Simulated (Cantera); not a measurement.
## Catalytic combustion on Pt

An isothermal plug-flow reactor at 825 K and 353 Torr (inlet), inlet velocity 1.8 m/s, active area per volume 120 1/m; feed 0.854 % H₂, 9.22 % O₂, 89.9 % N₂, equivalence ratio 0.046.

Cantera simulation using Deutschmann's 1995 Pt surface mechanism with GRI-Mech 3.0 gas chemistry; the numbers are that mechanism's predictions, not measurements. Catalytic surfaces can have several steady states; this one follows from the mechanism file's or the stated starting coverage. Mass transfer to the wall is taken as infinitely fast.

```json
[
 {"z (m)": "5.8e-05", "x H₂": "0.00833", "x O₂": "0.0921", "x H₂O": "0.000210", "θ free Pt": "0.184", "θ O*": "0.814", "θ OH*": "0.00161"},
 {"z (m)": "9.6e-05", "x H₂": "0.00820", "x O₂": "0.0920", "x H₂O": "0.000343", "θ free Pt": "0.182", "θ O*": "0.817", "θ OH*": "0.00162"},
 {"z (m)": "0.00016", "x H₂": "0.00798", "x O₂": "0.0919", "x H₂O": "0.000558", "θ free Pt": "0.178", "θ O*": "0.821", "θ OH*": "0.00162"},
 {"z (m)": "0.00027", "x H₂": "0.00764", "x O₂": "0.0918", "x H₂O": "0.000905", "θ free Pt": "0.172", "θ O*": "0.827", "θ OH*": "0.00163"},
 {"z (m)": "0.00045", "x H₂": "0.00713", "x O₂": "0.0916", "x H₂O": "0.00142", "θ free Pt": "0.163", "θ O*": "0.836", "θ OH*": "0.00164"},
 {"z (m)": "0.00074", "x H₂": "0.00642", "x O₂": "0.0912", "x H₂O": "0.00213", "θ free Pt": "0.150", "θ O*": "0.848", "θ OH*": "0.00165"},
 {"z (m)": "0.0012", "x H₂": "0.00552", "x O₂": "0.0908", "x H₂O": "0.00303", "θ free Pt": "0.135", "θ O*": "0.863", "θ OH*": "0.00164"},
 {"z (m)": "0.0021", "x H₂": "0.00426", "x O₂": "0.0903", "x H₂O": "0.00430", "θ free Pt": "0.116", "θ O*": "0.882", "θ OH*": "0.00163"},
 {"z (m)": "0.0035", "x H₂": "0.00301", "x O₂": "0.0897", "x H₂O": "0.00555", "θ free Pt": "0.0994", "θ O*": "0.899", "θ OH*": "0.00160"},
 {"z (m)": "0.0058", "x H₂": "0.00185", "x O₂": "0.0892", "x H₂O": "0.00672", "θ free Pt": "0.0859", "θ O*": "0.913", "θ OH*": "0.00156"}
]
```
x: gas mole fraction; θ: surface coverage.
